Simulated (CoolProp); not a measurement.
Vapour-liquid equilibrium of ethane (1) + n-butane (2) at -21.05 °C; x and y are mole fractions of (1).

Model: multi-fluid Helmholtz-energy mixture model, Bücker 2006 and Bücker 2006; pair parameters Kunz 2012, in CoolProp.

| x | bubble pressure, mixture model (kPa) | bubble pressure, Raoult's law (kPa) | y, mixture model | y, Raoult's law |
|---|---|---|---|---|
| 0.05 | 100.5 | 110.0 | 0.582 | 0.628 |
| 0.125 | 189.8 | 210.3 | 0.788 | 0.821 |
| 0.2 | 282.1 | 310.6 | 0.865 | 0.889 |
| 0.275 | 376.7 | 410.9 | 0.905 | 0.924 |
| 0.35 | 473.0 | 511.2 | 0.929 | 0.945 |
| 0.425 | 570.4 | 611.5 | 0.945 | 0.959 |
| 0.5 | 668.6 | 711.8 | 0.957 | 0.970 |
| 0.575 | 767.5 | 812.1 | 0.967 | 0.977 |
| 0.65 | 867.4 | 912.4 | 0.974 | 0.983 |
| 0.725 | 968.9 | 1013 | 0.981 | 0.988 |
| 0.8 | 1073 | 1113 | 0.986 | 0.992 |
| 0.875 | 1182 | 1213 | 0.991 | 0.996 |
| 0.95 | 1297 | 1314 | 0.997 | 0.998 |

The largest gap from Raoult's law is -9.7 % in bubble pressure, at x = 0.125. No azeotrope shows between x = 0.05 and 0.95.

The pair parameters rest on a limited set of measurements; away from them the model extrapolates.
